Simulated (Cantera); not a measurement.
A closed system holds: 1 mol C, 1.5 mol H2O, equilibrated at 2052 °C and 5.85 Torr.

These are equilibrium values from Cantera (NASA tables, ideal gas, pure condensed phases), not measurements of a reactor. The numbers say what is thermodynamically allowed, not how fast it happens.

| species | before | after |
|---|---|---|
| H2 | 0.375 | 0.414 |
| CO | 0.357 | 0.369 |
| H2O | 0.159 | 0.170 |
| H | 0.0763 | 0.0189 |
| CO2 | 0.0265 | 0.0267 |
| O2 | 0.000131 | 6.88e-6 |
| O | 0.000743 | 4.02e-5 |
| OH | 0.00538 | 0.00130 |
Gas species are given as mole fractions.

Which change was made?
A) C replaced by CH4
B) temperature from 2052 °C to 1477 °C
C) temperature from 2052 °C to 1175 °C
D) pressure from 5.85 Torr to 105 Torr

D, pressure from 5.85 Torr to 105 Torr
